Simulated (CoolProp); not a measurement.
The fluid at 257.46 K and 0.0345 MPa is throttled through a valve to 0.00992 MPa with no heat exchange. The same conditions are run with several fluids, on thermodynamics alone (safety and materials aside).

Computed with CoolProp (reference Helmholtz-energy equation of state of each fluid (n-perfluorobutane: Gao 2022; CH3F (R41): Lemmon 2006; CH2F2 (R32): Tillner-Roth 1997; R13: Platzer 1990; hydrogen chloride: Thol 2018)). The equations of Platzer and Polt are older, rougher fits.

```csv
fluid,temperature change (K),final density (kg/m³)
n-perfluorobutane,___,___
CH3F (R41),___,0.158
CH2F2 (R32),___,0.243
R13,-0.4,___
hydrogen chloride,-0.6,0.169
```

**Question.** Some entries are withheld; supply them.

**Answer.** 
- n-perfluorobutane, temperature change (K): -0.5
- n-perfluorobutane, final density (kg/m³): 1.11
- CH3F (R41), temperature change (K): -0.7
- CH2F2 (R32), temperature change (K): -1.1
- R13, final density (kg/m³): 0.486
